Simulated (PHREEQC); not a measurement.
Consider water at 25 °C with 0.045 mol/kgw (CH3)4NF and 0.0018 mol/kgw H2SO4. It is in equilibrium with CO2 at log p = 0 (atm). Otherwise closed; pH follows from the charge balance.

Computed with PHREEQC (ion-association model, phreeqc.dat).

Q: The ionic strength comes out as 0.0469 mol/kgw. What activity coefficients do HCO3-, HSO4-, H+, SO4-2, HF2- get?

A: HCO3- 0.83, HSO4- 0.82, H+ 0.86, SO4-2 0.47, HF2- 0.82.

No solid was allowed to form. (CH3)4N+ isn't in the database: it is added as a free cation with an ion size of 4 Å.
